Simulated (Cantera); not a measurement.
**Chemical vapour transport: Fe₃O₄ + Cl₂**

A closed system holds: 1 mol Fe₃O₄, 0.42 mol Cl₂, held at 13.3 mbar.

These are equilibrium values from Cantera (NASA tables, ideal gas, pure condensed phases), not measurements of a reactor. Candidate condensed phases: Fe, FeCl₂, FeCl₃, FeO, Fe₂O₃, Fe₃O₄; 13 gas species. Condensed phases not in the tables: FeOCl. Rates play no part.

From 550 °C to 650 °C the condensed part is FeCl₂(s) + Fe₂O₃(s). From 750 °C to 1150 °C the condensed part is Fe₂O₃(s). At 1250 °C the condensed part is Fe₃O₄(s). The main Fe-bearing gas is Fe₂Cl₆ at 550 °C and FeCl₂ at 1250 °C. The share of Fe in condensed phases is highest at 550 °C (94.2 %) and lowest at 1150 °C (87.6 %).

```csv
T (°C),x FeCl₂,x FeCl₃,x Fe₂Cl₆,x O₂,x Cl,x Cl₂,x Fe₂Cl₄,n FeCl₂(s),n Fe₂O₃(s),n Fe₃O₄(s)
550,0.0156,0.622,0.356,6.36e-10,9.54e-6,0.00491,0.00153,0.159,1.33,0
650,0.308,0.594,0.0364,9.56e-11,1.90e-5,0.000384,0.0608,0.0486,1.33,0
750,0.454,0.518,0.00486,4.70e-8,0.000224,0.00225,0.0212,0,1.33,0
850,0.497,0.478,0.00101,1.98e-5,0.00220,0.0161,0.00575,0,1.33,0
950,0.565,0.368,0.000187,0.00148,0.0117,0.0511,0.00215,0,1.33,0
1050,0.659,0.218,2.45e-5,0.0208,0.0341,0.0675,0.00102,0,1.33,0
1150,0.751,0.0907,1.86e-6,0.0647,0.0563,0.0369,0.000543,0,1.31,0
1250,0.504,0.0266,7.84e-8,0.354,0.0911,0.0239,0.000113,0,0,0.879
```
x: gas mole fraction; n: condensed amount in mol.
